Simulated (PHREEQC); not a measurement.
Make-up at 42 °C: 0.3 mmol/kgw HBF4. Closed to the air; pH follows from the charge balance.

All values are PHREEQC results (ion-association model, phreeqc.dat), not measurements.

This is a speciation only: nothing precipitates in the calculation.

Task: Estimate the pH, ionic strength, specific conductance.

Result: pH 3.26; ionic strength 0.000569 mol/kgw; specific conductance 318 µS/cm.

Task: In which forms is F present?

Result: HF 52 %, F- 47 % of the F.

Constants without temperature data keep their 25 °C values here. Real BF4- forms and hydrolyses slowly; the run takes it at equilibrium.
